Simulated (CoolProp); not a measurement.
R404A along the isotherm 41.75 °C: density (kg/m³) from the reference equation and from simpler models built on Tc = 72.1 °C, pc = 3.735 MPa, ω = 0.293; each cubic takes its own stable root.

Model: reference Helmholtz-energy equation of state, Lemmon 2003, in CoolProp. It is a pseudo-pure fit of the blend.

```
p (MPa)   phase  reference
-------  ------  ---------
0.118       gas      4.471
0.178       gas      6.801
0.269       gas      10.42
0.405       gas      16.01
0.612       gas      25.01
0.923       gas      39.88
3.17     liquid      978.2
4.78     liquid       1002
7.21     liquid       1030
10.9     liquid       1063
16.4     liquid       1099
24.8     liquid       1142
37.3     liquid       1189
```

Task: How far does each simpler model (van der Waals, Soave-Redlich-Kwong) lie from the reference over these 13 states: mean and median of the absolute difference, and the worst?

Result: 
- van der Waals: mean 20.2 %, median 32.9 %, worst -41.4 % at 41.75 °C and 3.17 MPa
- Soave-Redlich-Kwong: mean 7.3 %, median 9.3 %, worst -17.2 % at 41.75 °C and 3.17 MPa
